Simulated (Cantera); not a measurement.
Input: 1 mol Si₃N₄, 0.12 mol CO₂, 7.1 mol N₂, equilibrated at 1173 K and 2.70e-5 bar.

Equilibrium computed with Cantera from the NASA thermochemical tables; the gas is ideal and each condensed phase is pure. Candidate condensed phases: C, Si, SiC, SiO₂, Si₂N₂O, Si₃N₄; 34 gas species. Mutual solubility and eutectic melting of coexisting phases are not modelled. Kinetics and transport are ignored.

Base state: N₂ 1.000, CO 1.56e-5 (mole fractions); condensed: SiC(s) + Si₂N₂O(s) + Si₃N₄(s).

Task: What changes in the equilibrium state with this change: pressure from 2.70e-5 bar to 3.00 bar?

Result: 
| species | before | after |
|---|---|---|
| N₂ | 1.000 | 1.00 |
| CO | 1.56e-5 | 2.78e-8 |
| SiC(s), mol | 0.120 | 0 |
| Si₂N₂O(s), mol | 0.240 | 0.240 |
| Si₃N₄(s), mol | 0.800 | 0.840 |
| C(graphite), mol | 0 | 0.120 |

Task: What changes in the equilibrium state with this change: pressure from 2.70e-5 bar to 0.00180 bar?

Result: 
| species | before | after |
|---|---|---|
| N₂ | 1.000 | 1.000 |
| CO | 1.56e-5 | 3.91e-6 |
| SiC(s), mol | 0.120 | 0 |
| Si₂N₂O(s), mol | 0.240 | 0.240 |
| Si₃N₄(s), mol | 0.800 | 0.840 |
| C(graphite), mol | 0 | 0.120 |
